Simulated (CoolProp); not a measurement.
Model: reference Helmholtz-energy equation of state, Pan 2012, in CoolProp.

Problem. For R236FA, give the phase and the cv (kJ/(kg K)), speed of sound (m/s) at 400 K and 263 kPa; 400 K and 1110 kPa; 400 K and 4680 kPa.

Solution. 
- 400 K and 263 kPa: gas; cv 0.940, speed of sound 148
- 400 K and 1110 kPa: gas; cv 0.962, speed of sound 135
- 400 K and 4680 kPa: supercritical; cv 1.04, speed of sound 170
